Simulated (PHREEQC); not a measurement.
A solution holds 0.0014 mol/kgw CaCl2, 6.2e-05 mol/kgw NaHCO3 and 0.014 mol/kgw MgSO4, at 25 °C. Closed to the air; pH follows from the charge balance.

Equilibrium calculation in PHREEQC: ion-association model, phreeqc.dat.

Problem. The ionic strength comes out as 0.0396 mol/kgw. What activity coefficients do Na+, NaSO4-, MgHCO3+, SO4-2, Ca+2 get?

Solution. Na+ 0.84, NaSO4- 0.84, MgHCO3+ 0.83, SO4-2 0.49, Ca+2 0.50.

Precipitation was switched off in this run. Complexes and solids missing from the database can't appear.
